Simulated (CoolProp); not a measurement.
1,2-dichloroethane along the isobar 9.28 bar: fugacity coefficient from the reference equation and from simpler models built on Tc = 561.6 K, pc = 52.26 bar, ω = 0.269; each cubic takes its own stable root.

The numbers come from the reference Helmholtz-energy equation of state, Thol 2015 in CoolProp.

```csv
T (K),phase,reference,van der Waals,Redlich-Kwong,Peng-Robinson
263.4,liquid,0.001715,0.1023,0.005188,0.001761
278.4,liquid,0.004196,0.1487,0.01165,0.004262
293.3,liquid,0.009178,0.2073,0.02343,0.009251
308.2,liquid,0.01836,0.2794,0.04318,0.01840
323.1,liquid,0.03401,0.3658,0.07395,0.03398
338.1,liquid,0.05921,0.4677,0.1194,0.05905
353,liquid,0.09699,0.5839,0.1822,0.09665
367.9,liquid,0.1512,0.7149,0.2656,0.1507
382.8,liquid,0.2255,0.8601,0.3720,0.2249
397.7,liquid,0.3237,0.8818,0.5034,0.3233
412.7,liquid,0.4500,0.8915,0.6618,0.4500
```

At some of these states van der Waals gives the other phase, because its saturation line lies elsewhere.
